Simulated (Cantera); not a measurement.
A freely propagating, adiabatic, planar premixed flame of 48.1 % H₂, 10.0 % O₂, 37.7 % N₂, 4.14 % H₂O, unburnt at 598 K and 5.00 bar; mixture-averaged transport, grid criteria slope 0.08 and curve 0.16, no radiation.

Computed with Cantera and the H2/O2 subset of GRI-Mech 3.0, which has no nitrogen chemistry. The hydrogen kinetics of GRI-Mech 3.0 are dated; newer H2 mechanisms differ, most at raised pressure. Burning velocities carry a grid error of a few per cent, more on coarse grids.

### Question
Predict: laminar burning velocity; thermal thickness; peak x(OH); peak x(O); peak x(HO₂); peak x(H₂O₂).

### Answer
laminar burning velocity: 743 cm/s
thermal thickness: 0.0575 mm
peak x(OH): 0.00251
peak x(O): 0.00134
peak x(HO₂): 0.000903
peak x(H₂O₂): 5.28e-5
